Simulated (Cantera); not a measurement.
Mixture: 17.8 % H2, 16.5 % O2, 62.1 % N2, 3.57 % H2O, equivalence ratio 0.54, at 320000 Pa, adiabatic and at constant volume. Ignition delay is the time to a rise of 400 K.

Computed with Cantera and the H2/O2 subset of GRI-Mech 3.0, which has no nitrogen chemistry. The hydrogen kinetics of GRI-Mech 3.0 are dated; newer H2 mechanisms differ, most at raised pressure.

Question: At T0 = 1175 K, what is the delay, and which 5 reactions control it most (d ln τ / d ln k, from doubling and halving each rate constant)?

Answer: The delay is 31.3 µs.
```csv
reaction,d ln τ / d ln k,faster rate
H + O2 <=> O + OH,-2.27,shortens it
H + O2 + N2 <=> HO2 + N2,0.69,lengthens it
H + O2 + H2O <=> HO2 + H2O,0.47,lengthens it
H + O2 + M <=> HO2 + M,0.27,lengthens it
H2 + O <=> H + OH,-0.25,shortens it
```
